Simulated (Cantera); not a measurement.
Cantera run, input and output.

```python
import numpy as np
import cantera as ct

gas = ct.Solution("h2o2.yaml")
gas.TPX = 948, 2666, {'H2': 0.037, 'O2': 1}
reactor = ct.IdealGasConstPressureReactor(gas, energy="off", clone=False)
net = ct.ReactorNet([reactor])
net.rtol, net.atol = 1e-08, 1e-18
show = ['H2', 'O2', 'H2O2', 'H', 'OH']
times = np.geomspace(0.0002, 3, 13)

steps = ct.SolutionArray(gas, extra=["t"])
rows = []
print(f"{'t/s':>10s}{'T/K':>9s}{'P/Pa':>11s}" + "".join(f"{s:>11s}" for s in show))
for t in times:
    while net.time < t:
        t_next = net.step()
        steps.append(gas.state, t=t_next)
    rows.append([np.interp(t, steps.t, y) for y in (steps.T, steps.P, *steps(*show).X.T)])
    print(f"{t:10.3e}{rows[-1][0]:9.1f}{rows[-1][1]:11.4g}" + "".join(f"{x:11.3e}" for x in rows[-1][2:]))
rate = np.gradient(steps.T, steps.t)
print("integrator steps:", len(steps.t))
if steps.T.max() > steps.T[0] + 200:
    print(f"time of steepest temperature rise: {steps.t[rate.argmax()]:.4e} s")
gas.TPX = 948, 2666, {'H2': 0.037, 'O2': 1}
gas.equilibrate("TP")
print(f"equilibrium (TP): T = {gas.T:.1f} K  " + "  ".join(f"{s} {gas[s].X[0]:.3e}" for s in show))
```

It prints:

```
       t/s      T/K       P/Pa         H2         O2       H2O2          H         OH
 2.000e-04    948.0       2666  3.568e-02  9.643e-01  1.141e-15  2.153e-11  1.238e-11
 4.457e-04    948.0       2666  3.568e-02  9.643e-01  5.831e-15  6.527e-11  4.815e-11
 9.932e-04    948.0       2666  3.568e-02  9.643e-01  3.296e-14  5.076e-10  4.113e-10
 2.213e-03    948.0       2666  3.568e-02  9.643e-01  6.979e-13  4.002e-08  3.285e-08
 4.932e-03    948.0       2666  3.348e-02  9.629e-01  4.982e-08  5.831e-04  4.056e-04
 1.099e-02    948.0       2666  1.040e-03  9.584e-01  3.162e-07  1.384e-03  8.072e-04
 2.449e-02    948.0       2666  1.467e-04  9.627e-01  1.510e-07  7.311e-05  2.129e-04
 5.459e-02    948.0       2666  3.205e-05  9.634e-01  1.000e-07  6.389e-06  8.666e-05
 1.216e-01    948.0       2666  7.748e-06  9.636e-01  6.563e-08  6.550e-07  4.029e-05
 2.711e-01    948.0       2666  1.815e-06  9.637e-01  3.837e-08  7.590e-08  1.990e-05
 6.041e-01    948.0       2666  3.793e-07  9.637e-01  2.018e-08  1.034e-08  1.036e-05
 1.346e+00    948.0       2666  6.810e-08  9.637e-01  9.910e-09  1.690e-09  5.695e-06
 3.000e+00    948.0       2666  1.185e-08  9.637e-01  4.730e-09  3.279e-10  3.299e-06
integrator steps: 1347
equilibrium (TP): T = 948.0 K  H2 3.891e-12  O2 9.637e-01  H2O2 8.130e-12  H 6.376e-15  OH 8.621e-08
```

Computed with Cantera and the H2/O2 subset of GRI-Mech 3.0, which has no nitrogen chemistry. Radical loss at walls, strong at low pressure, is not modelled. Below about 950 K walls govern HO2 and H2O2 in real vessels. The temperature is held fixed by assumption; the heat of reaction is taken as removed at once.
